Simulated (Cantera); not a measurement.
Input: 1 mol Cu, 1 mol F2, 34 mol H2, equilibrated at 0.100 bar.

Equilibrium computed with Cantera from the NASA thermochemical tables; the gas is ideal and each condensed phase is pure. Candidate condensed phases: Cu, CuF2; 15 gas species. The numbers say what is thermodynamically allowed, not how fast it happens.

Which condensed phases are stable at each of these points (T (K)): 798, 873, 948, 1023, 1098, 1173, 1248, 1323, 1398, 1473, 1548?


```
T (K)  condensed phases  Cu condensed (%)
-----  ----------------  ----------------
798               Cu(s)             100.0
873               Cu(s)             100.0
948               Cu(s)             100.0
1023              Cu(s)             100.0
1098              Cu(s)             100.0
1173              Cu(s)             100.0
1248              Cu(s)             100.0
1323              Cu(s)             100.0
1398              Cu(l)             100.0
1473              Cu(l)              99.8
1548              Cu(l)              99.4
```

From 798 K to 1323 K the condensed part is Cu(s). From 1398 K to 1548 K the condensed part is Cu(l).
